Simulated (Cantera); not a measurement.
Thermodynamics of abatement and gas-phase synthesis, feed H2S + H2O + O2

Input: 1 mol H2S, 1.3 mol H2O, a varied amount of O2, equilibrated at 2573.15 K and 0.0200 bar.

These are equilibrium values from Cantera (NASA tables, ideal gas, pure condensed phases), not measurements of a reactor. Candidate condensed phases: H2O, H2SO4, S; 19 gas species. Equilibrium is a limit: real reactors are often held back by kinetics, nucleation or transport.

| n(O2) (mol) | x H2O | x H2 | x SO2 | x H | x SO | x S | x OH | x O | x S2 | x SH | x O2 |
|---|---|---|---|---|---|---|---|---|---|---|---|
| 0.16 | 0.195 | 0.368 | 0.0620 | 0.147 | 0.117 | 0.0543 | 0.0175 | 0.00457 | 0.0169 | 0.0151 | 0.000986 |
| 0.23 | 0.209 | 0.352 | 0.0710 | 0.144 | 0.120 | 0.0494 | 0.0193 | 0.00512 | 0.0140 | 0.0134 | 0.00124 |
| 0.31 | 0.226 | 0.334 | 0.0817 | 0.141 | 0.121 | 0.0439 | 0.0213 | 0.00583 | 0.0110 | 0.0116 | 0.00160 |
| 0.38 | 0.240 | 0.319 | 0.0912 | 0.137 | 0.121 | 0.0393 | 0.0233 | 0.00651 | 0.00884 | 0.0102 | 0.00200 |
| 0.45 | 0.255 | 0.303 | 0.101 | 0.134 | 0.120 | 0.0349 | 0.0253 | 0.00727 | 0.00697 | 0.00880 | 0.00250 |
| 0.52 | 0.270 | 0.287 | 0.111 | 0.130 | 0.118 | 0.0307 | 0.0276 | 0.00812 | 0.00540 | 0.00754 | 0.00312 |
| 0.6 | 0.288 | 0.269 | 0.122 | 0.126 | 0.115 | 0.0262 | 0.0303 | 0.00922 | 0.00394 | 0.00623 | 0.00402 |
| 0.67 | 0.303 | 0.253 | 0.132 | 0.122 | 0.111 | 0.0226 | 0.0329 | 0.0103 | 0.00293 | 0.00521 | 0.00503 |
| 0.74 | 0.318 | 0.237 | 0.142 | 0.118 | 0.106 | 0.0193 | 0.0356 | 0.0116 | 0.00214 | 0.00431 | 0.00632 |
| 0.81 | 0.332 | 0.221 | 0.151 | 0.114 | 0.101 | 0.0164 | 0.0386 | 0.0130 | 0.00153 | 0.00352 | 0.00795 |
| 0.88 | 0.346 | 0.205 | 0.160 | 0.110 | 0.0948 | 0.0137 | 0.0418 | 0.0146 | 0.00108 | 0.00285 | 0.0100 |
| 0.96 | 0.361 | 0.187 | 0.169 | 0.105 | 0.0879 | 0.0112 | 0.0456 | 0.0166 | 0.000712 | 0.00221 | 0.0131 |
| 1 | 0.368 | 0.179 | 0.173 | 0.103 | 0.0844 | 0.0100 | 0.0475 | 0.0178 | 0.000576 | 0.00194 | 0.0149 |
x: gas mole fraction; nothing condenses.

From 0.16 mol O2 to 1 mol O2 nothing is condensed.
